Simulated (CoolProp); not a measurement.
Oxygen at several states: Z from the reference equation and from simpler models built on Tc = 154.6 K, pc = 5.046 MPa, ω = 0.022; each cubic takes its own stable root.

Values from CoolProp's reference Helmholtz-energy equation of state, Schmidt 1985. Above 300 K oxygen's equation is extrapolated.

```
T (K)  p (MPa)          phase  reference
-----  -------  -------------  ---------
440.5     23.9  supercritical      1.054
592.7    0.304            gas      1.001
117.8     11.3         liquid     0.3579
647.1    0.058            gas      1.000
```

How far does each simpler model (van der Waals, Redlich-Kwong, Soave-Redlich-Kwong) lie from the reference over these 4 states: mean and median of the absolute difference, and the worst?


- van der Waals: mean 10.9 %, median 1.9 %, worst +40.0 % at 117.8 K and 11.3 MPa
- Redlich-Kwong: mean 0.5 %, median 0.2 %, worst -1.7 % at 440.5 K and 23.9 MPa
- Soave-Redlich-Kwong: mean 0.6 %, median 0.4 %, worst +1.5 % at 440.5 K and 23.9 MPa
